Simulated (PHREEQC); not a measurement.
Solution (25 °C): 0.059 mol ZnSO4, 8.8e-05 mol H3BO3 and 0.014 mol MnSO4 per kg of water. Closed to the air; pH follows from the charge balance.

Model: ion-association model, phreeqc.dat, run in PHREEQC.

Task: The ionic strength comes out as 0.154 mol/kgw. What activity coefficients do Zn(SO4)2-2, Mn+2, H+, Zn+2, ZnOH+ get?

Result: Zn(SO4)2-2 0.33, Mn+2 0.35, H+ 0.81, Zn+2 0.33, ZnOH+ 0.76.

No solid was allowed to form.
